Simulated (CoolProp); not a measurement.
Computed with CoolProp (reference Helmholtz-energy equation of state, Lemmon 2006). It is a short technical equation, of lower accuracy than the large ones.

**Question.** For carbonyl sulfide, give the phase and the Joule-Thomson coefficient (K/MPa) at 341.6 K and 0.101 bar; 341.6 K and 0.425 bar; 341.6 K and 1.79 bar.

**Answer.** 
- 341.6 K and 0.101 bar: gas; Joule-Thomson coefficient 14.3
- 341.6 K and 0.425 bar: gas; Joule-Thomson coefficient 14.3
- 341.6 K and 1.79 bar: gas; Joule-Thomson coefficient 14.4
